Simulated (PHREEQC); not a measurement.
0.12 g of hydrous ferric oxide (600 m²/g; 0.2 weak and 0.005 strong sites per Fe, Dzombak-Morel constants, diffuse double layer) in 1 kg of water with 0.005 mol/kgw of an inert sodium salt and 0.00081 mol/kgw NaH2PO4 and 4.1e-05 mol/kgw MgCl2, at 25 °C; the pH is set by adding NaOH or the inert anion's acid. Oxygen is held at 0.21 atm. CO2 from the air is kept out. Nothing may precipitate in this run.

The numbers come from PHREEQC with the ion-association model, wateq4f.dat.

Task: Predict P sorbed (%), surface charge σ (C/m²), surface potential ψ (mV) at pH = 5.12, 6.25, 6.62, 7.75, 8.88.

Result: 
| pH | P sorbed (%) | surface charge σ (C/m²) | surface potential ψ (mV) |
|---|---|---|---|
| 5.12 | 30.8 | -0.001 | -7 |
| 6.25 | 26.4 | -0.008 | -41 |
| 6.62 | 24.4 | -0.011 | -51 |
| 7.75 | 17.3 | -0.017 | -68 |
| 8.88 | 8.9 | -0.021 | -76 |

H3PO4, which wateq4f.dat lacks, is added to it with the constant of phreeqc.dat.
